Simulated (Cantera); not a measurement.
A closed system holds: 1 mol TiC, 0.02 mol C, 0.47 mol H2, held at 2150 K and 1330 Pa.

Method: chemical equilibrium by Gibbs-energy minimisation in Cantera with the NASA 1993 tables (ideal gas, pure condensed phases). Candidate condensed phases: C, C6H6, C7H8, C8H18, Ti, TiC; 77 gas species. TiC: taken at fixed stoichiometry. Equilibrium is a limit: real reactors are often held back by kinetics, nucleation or transport.

Base state: H2 0.962, H 0.0358, C2H2 (acetylene) 0.00186 (mole fractions); condensed: C(graphite) + TiC(s).

Q: What changes in the equilibrium state with this change: temperature from 2150 K to 2650 K?

A: 
```tsv
species	before	after
H2	0.962	0.656
H	0.0358	0.329
C2H2 (acetylene)	0.00186	0.0129
Ti	8.49e-7	0.000727
C2	5.56e-9	3.18e-5
C3	6.42e-8	0.000336
C	4.61e-8	8.72e-5
C2H	2.08e-6	0.000625
C(graphite), mol	0.0182	0.00426
TiC(s), mol	1.00	1.000
```
